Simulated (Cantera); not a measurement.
A perfectly stirred reactor is fed with 14.1 % CH4, 0.887 % CO, 17.9 % O2, 67.2 % N2, at 4.00 bar; it is adiabatic with a 698 K inlet, and is followed from long to short residence time, starting on the burning branch (τ in s: 0.46, 0.16, 0.053, 0.018, 0.0061, 0.0021, 0.0007, 0.00024, 8e-05, 2.7e-05).

Detailed kinetics in Cantera: GRI-Mech 3.0 (53 species, 325 reactions).

x: mole fraction; the columns are a selection and need not sum to one.

```csv
τ (s),T (K),x CH4,x CO,x O2,x H,x N2O
0.46,2133,7.69e-5,0.101,8.91e-6,0.000628,[?]
0.16,2133,0.000199,0.101,2.39e-5,0.000649,[?]
0.053,2134,0.000506,0.100,6.84e-5,0.000674,[?]
0.018,2136,0.00111,0.0988,0.000188,0.000711,[?]
0.0061,2138,0.00208,0.0961,0.000503,0.000771,2.53e-8
0.0021,2136,0.00335,0.0925,0.00127,0.000858,2.59e-8
0.00070,2121,0.00510,0.0888,0.00325,0.000965,2.26e-8
0.00024,2071,0.00826,0.0859,0.00867,0.000992,2.15e-8
8.0e-5,698,0.141,0.00887,0.179,<1e-12,<1e-12
2.7e-5,698,0.141,0.00887,0.179,<1e-12,<1e-12
```

### Question
Some entries are withheld; supply them.

### Answer

- 0.46, x N2O: 2.92e-9
- 0.16, x N2O: 5.35e-9
- 0.053, x N2O: 1.08e-8
- 0.018, x N2O: 1.89e-8
